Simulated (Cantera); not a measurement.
Input: 1 mol SF₆, 0.24 mol H₂, equilibrated at 2625 °C and 0.0133 bar.

Equilibrium computed with Cantera from the NASA thermochemical tables; the gas is ideal and each condensed phase is pure. Candidate condensed phases: S; 24 gas species. Rates play no part.

Base state: F 0.793, S 0.128, HF 0.0688, S₂ 0.00634, SF 0.00331, H 0.000434, SF₂ 3.63e-5 (mole fractions); condensed: gas only.

What changes in the equilibrium state with this change: temperature from 2625 °C to 2300 °C?


| species | before | after |
|---|---|---|
| F | 0.793 | 0.805 |
| S | 0.128 | 0.0821 |
| HF | 0.0688 | 0.0714 |
| S₂ | 0.00634 | 0.0258 |
| SF | 0.00331 | 0.0139 |
| SF₂ | 3.63e-5 | 0.00123 |
| H | 0.000434 | 1.98e-5 |
